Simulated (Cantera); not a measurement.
An adiabatic, constant-pressure homogeneous reactor starts with CH₄ : O₂ : N₂ = 1 : 3.17 : 11.9 (molar parts), equivalence ratio 0.63, at 1475 K and 0.987 atm. Integrator tolerance rtol = 1e-08.

Detailed kinetics in Cantera: GRI-Mech 3.0 (53 species, 325 reactions).

```tsv
quantity	before	after
time of steepest temperature rise	1.27 ms	0.292 ms
temperature at 0.200 s	2533 K	2598 K
equilibrium temperature	2533 K	2598 K
x(CH₄) at 0.200 s	<1e-12 (gas-phase equilibrium <1e-12)	<1e-12 (gas-phase equilibrium <1e-12)
x(O₂) at 0.200 s	0.0663 (gas-phase equilibrium 0.0663)	0.0650 (gas-phase equilibrium 0.0650)
x(CH₂) at 0.200 s	<1e-12 (gas-phase equilibrium <1e-12)	<1e-12 (gas-phase equilibrium <1e-12)
x(C₂H) at 0.200 s	<1e-12 (gas-phase equilibrium <1e-12)	<1e-12 (gas-phase equilibrium <1e-12)
x(C₂H₄) at 0.200 s	<1e-12 (gas-phase equilibrium <1e-12)	<1e-12 (gas-phase equilibrium <1e-12)
```

Problem. Name the change that produced these shifts.
(A) pressure from 0.987 atm to 6.32 atm
(B) initial temperature 1475 to 1398 K
(C) initial temperature 1475 to 1425 K
(D) pressure from 0.987 atm to 0.602 atm

Solution. A, pressure from 0.987 atm to 6.32 atm
